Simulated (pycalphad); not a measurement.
# Phase fractions of Mg-0.36Si-13.05Al (at.%)

CALPHAD calculation (pycalphad, COST 507 light-alloy database (1999)), 1 atm. The database dates from 1999; later assessments differ in places, in temperatures and in the compounds included. Phase fractions are per mole of atoms. Kinetics are ignored, which matters at the lower temperatures.

```csv
T (K),liquid,hcp,MG2SI,ALMG_GAMMA
850,1.000,-,-,-
800,0.540,0.457,0.003,-
750,0.258,0.733,0.009,-
700,-,0.920,0.011,0.069
650,-,0.856,0.011,0.133
600,-,0.804,0.011,0.185
550,-,0.764,0.011,0.225
500,-,0.734,0.011,0.255
450,-,0.712,0.011,0.277
400,-,0.696,0.011,0.293
350,-,0.685,0.011,0.304
```

Database names, with the compositions (at.%) that they take in these runs: MG2SI: Mg 67 Si 33; ALMG_GAMMA: Mg 59 Al 40.
